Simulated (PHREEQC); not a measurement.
Sulfide liquor (model solution)

A solution holds 1.6 mmol/kgw NaHS and 0.73 mmol/kgw NaOH, at 80 °C. Closed to the air; pH follows from the charge balance.

All values are PHREEQC results (ion-association model, wateq4f.dat), not measurements.

Precipitation was switched off in this run.

Question: Estimate the pH, ionic strength.

Answer: pH 9.44; ionic strength 0.00234 mol/kgw.

Species that the database lacks are ignored. Constants without temperature data keep their 25 °C values here. The polysulfide entries of wateq4f.dat were taken out for this run.
